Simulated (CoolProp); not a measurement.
Computed with CoolProp (reference Helmholtz-energy equation of state, Lemmon 2006). It is a short technical equation, of lower accuracy than the large ones.

### Question
Give the vapour pressure (kPa), liquid density (kg/m³), vapour Z, surface tension (mN/m) of saturated acetone at 92.55, 134.35, 176.05 °C.

### Answer
```csv
T (°C),p (kPa),liquid density (kg/m³),vapour Z,surface tension (mN/m)
92.55,306,704,0.899,14.5
134.35,830,645,0.813,9.67
176.05,1850,571,0.685,5.20
```

Surface tension comes from a separate correlation (Mulero 2012).
